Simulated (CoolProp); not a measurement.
Isobutene at several states: Z from the reference equation and from simpler models built on Tc = 144.9 °C, pc = 4.016 MPa, ω = 0.193; each cubic takes its own stable root.

The numbers come from the reference Helmholtz-energy equation of state, Lemmon 2005 in CoolProp. It is a short technical equation, of lower accuracy than the large ones.

```csv
T (°C),p (MPa),phase,reference
250.15,1.38,gas,0.9425
21.95,0.12,gas,0.9656
-96.25,0.151,liquid,0.007987
248.35,0.0734,gas,0.9970
```

Task: How far does each simpler model (van der Waals, Redlich-Kwong, Soave-Redlich-Kwong, Peng-Robinson) lie from the reference over these 4 states: mean and median of the absolute difference, and the worst?

Result: 
- van der Waals: mean 16.2 %, median 0.9 %, worst +63.0 % at -96.25 °C and 0.151 MPa
- Redlich-Kwong: mean 2.6 %, median 0.5 %, worst +9.4 % at -96.25 °C and 0.151 MPa
- Soave-Redlich-Kwong: mean 2.4 %, median 0.4 %, worst +8.7 % at -96.25 °C and 0.151 MPa
- Peng-Robinson: mean 1.1 %, median 0.5 %, worst -3.2 % at -96.25 °C and 0.151 MPa
